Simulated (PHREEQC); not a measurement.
Solution A (14 mmol/kgw HF, 9.9 mmol/kgw CsF and 39 mmol/kgw H2SO4) is mixed with solution B (0.031 mol/kgw KOH and 0.0019 mol/kgw (CH3)4NCl) at 83 °C; shares are by mass of water, 1 kg in all. O2 is buffered at 0.21 atm. The system is closed to CO2. Precipitation was switched off in this run.

The numbers come from PHREEQC with the ion-association model, wateq4f.dat.

```json
[
 {"share of solution B": "0", "pH": "1.54", "HF (mol/kgw)": "0.0233", "HSO4- (mol/kgw)": "0.0339"},
 {"share of solution B": "0.1", "pH": "1.62", "HF (mol/kgw)": "0.0210", "HSO4- (mol/kgw)": "0.0297"},
 {"share of solution B": "0.2", "pH": "1.71", "HF (mol/kgw)": "0.0186", "HSO4- (mol/kgw)": "0.0255"},
 {"share of solution B": "0.3", "pH": "1.83", "HF (mol/kgw)": "0.0163", "HSO4- (mol/kgw)": "0.0211"},
 {"share of solution B": "0.4", "pH": "1.98", "HF (mol/kgw)": "0.0138", "HSO4- (mol/kgw)": "0.0164"},
 {"share of solution B": "0.5", "pH": "2.19", "HF (mol/kgw)": "0.0114", "HSO4- (mol/kgw)": "0.0115"},
 {"share of solution B": "0.6", "pH": "2.54", "HF (mol/kgw)": "0.00868", "HSO4- (mol/kgw)": "0.00606"},
 {"share of solution B": "0.7", "pH": "3.37", "HF (mol/kgw)": "0.00437", "HSO4- (mol/kgw)": "0.000975"},
 {"share of solution B": "0.8", "pH": "10.28", "HF (mol/kgw)": "9.75e-10", "HSO4- (mol/kgw)": "8.73e-11"},
 {"share of solution B": "0.9", "pH": "10.74", "HF (mol/kgw)": "1.67e-10", "HSO4- (mol/kgw)": "1.46e-11"},
 {"share of solution B": "1", "pH": "10.96", "HF (mol/kgw)": "0", "HSO4- (mol/kgw)": "0"}
]
```

(CH3)4N+ isn't in the database: it is added as a free cation with an ion size of 4 Å. At this temperature some constants are extrapolated from 25 °C, and those without enthalpy data are left unchanged.
